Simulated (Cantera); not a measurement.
A closed system holds: 1 mol V, 0.059 mol H2O, 7.4 mol N2, held at 6300 Pa.

These are equilibrium values from Cantera (NASA tables, ideal gas, pure condensed phases), not measurements of a reactor. Candidate condensed phases: H2O, V, VN, VO, V2O3, V2O4, V2O5; 28 gas species. Each liquid is taken as pure. Mutual solubility and eutectic melting of coexisting phases are not modelled. VO: taken at fixed stoichiometry. Condensed phases not in the tables: V2N, N, O or C dissolved in the metal. Kinetics and transport are ignored.

Question: At 2373 K, list the 6 most abundant gas species with their mole fractions, and the condensed phases.

Answer: N2 0.984, H2 0.00573, H 0.00421, V 0.00374, VO 0.00251, VO2 0.000231. Condensed: V(l) + VO(l).
